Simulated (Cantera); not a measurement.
Input: 1 mol SiH2Cl2, 0.7 mol N2, 1.1 mol H2, held at 1375 K and 50.0 Pa.

These are equilibrium values from Cantera (NASA tables, ideal gas, pure condensed phases), not measurements of a reactor. Candidate condensed phases: NH4Cl, Si, Si3N4; 28 gas species. N2 is the only nitrogen source here; it is nearly inert below about 1500 K, so the nitride shown seldom forms there in practice. The tables' values for SiCl3 are old estimates; treat these amounts as uncertain. Equilibrium is a limit: real reactors are often held back by kinetics, nucleation or transport.

Base state: H2 0.455, HCl 0.328, SiCl2 0.115, N2 0.0929, SiCl3 0.00749, SiCl4 0.00225, SiHCl3 0.000199, H 0.000103 (mole fractions); condensed: Si3N4(s).

**Question.** What changes in the equilibrium state with this change: N2 from 0.7 to 16 mol?

**Answer.** 
| species | before | after |
|---|---|---|
| N2 | 0.0929 | 0.833 |
| HCl | 0.328 | 0.0837 |
| H2 | 0.455 | 0.0712 |
| SiCl2 | 0.115 | 0.0111 |
| SiHCl3 | 0.000199 | 4.91e-6 |
| SiCl4 | 0.00225 | 9.05e-5 |
| SiCl3 | 0.00749 | 0.000467 |
| H | 0.000103 | 4.09e-5 |
| Si3N4(s), mol | 0.192 | 0.261 |
